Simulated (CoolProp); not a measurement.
The numbers come from the reference Helmholtz-energy equation of state, Leachman 2009 in CoolProp.

For normal hydrogen, give the phase and the cv (kJ/(kg K)), Prandtl number at 123.6 K and 0.474 MPa; 336.7 K and 0.0136 MPa; 522.2 K and 0.253 MPa.


- 123.6 K and 0.474 MPa: gas; cv 7.78, Prandtl number 0.683
- 336.7 K and 0.0136 MPa: gas; cv 10.3, Prandtl number 0.685
- 522.2 K and 0.253 MPa: gas; cv 10.4, Prandtl number 0.682

Viscosity comes from a separate model (Muzny 2013). Thermal conductivity comes from a separate model (Assael 2011).
